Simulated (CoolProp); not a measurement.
Vapour-liquid equilibrium of R125 (1) + ethanol (2) at 1.11 bar; x and y are mole fractions of (1).

Values from CoolProp's multi-fluid Helmholtz-energy mixture model, Lemmon 2005 and Schroeder 2014; pair parameters Bell 2016.

Task: Give the bubble temperature and the first vapour's composition at x = 0.05, 0.35, 0.8. Is there an azeotrope?

Result: x = 0.05: 5.0 °C, y = 0.979; x = 0.35: -36.3 °C, y = 0.999; x = 0.8: -43.0 °C, y = 1.000. No azeotrope shows between x = 0.05 and 0.95.

The pair parameters rest on a limited set of measurements; away from them the model extrapolates. With so large a gap from Raoult's law the liquid may split in two, which this calculation doesn't test in full.
